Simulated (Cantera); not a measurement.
**Premixed flame**

A freely propagating, adiabatic, planar premixed flame of CH3OH : O2 : N2 : CO2 = 1 : 1.36 : 5.13 : 0.23 (molar parts), equivalence ratio 1.1, unburnt at 325 K and 0.217 atm; mixture-averaged transport, grid criteria slope 0.08 and curve 0.16, no radiation.

Computed with Cantera and GRI-Mech 3.0 (53 species, 325 reactions). GRI-Mech 3.0 was tuned for natural gas; its chemistry of methanol as a main component is partial and can be far from experiment. Burning velocities carry a grid error of a few per cent, more on coarse grids.

| z (mm) | T (K) | u (m/s) | x CH3OH | x O2 | x CO2 | x CH3 | x N2O | x CH2O |
|---|---|---|---|---|---|---|---|---|
| -3.72 | 325 | 0.595 | 0.129 | 0.176 | 0.0298 | <1e-8 | <1e-8 | 6.18e-8 |
| -2.48 | 326 | 0.598 | 0.129 | 0.175 | 0.0297 | <1e-8 | <1e-8 | 1.59e-6 |
| -1.86 | 332 | 0.611 | 0.128 | 0.174 | 0.0296 | <1e-8 | <1e-8 | 1.71e-5 |
| -1.24 | 388 | 0.722 | 0.125 | 0.169 | 0.0294 | <1e-8 | <1e-8 | 0.000289 |
| -0.620 | 769 | 1.49 | 0.0945 | 0.137 | 0.0319 | 2.31e-7 | <1e-8 | 0.00406 |
| -0.310 | 1167 | 2.33 | 0.0527 | 0.101 | 0.0375 | 1.32e-5 | <1e-8 | 0.00915 |
| 0 | 1572 | 3.24 | 0.00809 | 0.0622 | 0.0482 | 0.000177 | 1.60e-8 | 0.00606 |
| 0.310 | 1698 | 3.52 | 0.000100 | 0.0394 | 0.0617 | 4.71e-5 | 1.79e-8 | 0.000234 |
| 0.620 | 1727 | 3.57 | 2.37e-7 | 0.0274 | 0.0738 | 1.88e-6 | 1.81e-8 | 1.81e-6 |
| 1.24 | 1761 | 3.62 | <1e-8 | 0.0195 | 0.0888 | 1.37e-8 | 1.74e-8 | <1e-8 |
| 2.48 | 1803 | 3.68 | <1e-8 | 0.0163 | 0.0981 | <1e-8 | 1.65e-8 | <1e-8 |
| 4.96 | 1855 | 3.77 | <1e-8 | 0.0143 | 0.101 | <1e-8 | 1.65e-8 | <1e-8 |
| 9.92 | 1921 | 3.89 | <1e-8 | 0.0119 | 0.103 | <1e-8 | 1.69e-8 | <1e-8 |
x: mole fraction of selected species; z is measured from the peak of heat release.

The laminar burning velocity is 59.4 cm/s and the thermal thickness comes out as 1.24 mm. The peak x(CH3) is 0.000189 and the peak x(CH2O) comes out as 0.0101. The grid points comes out as 143.
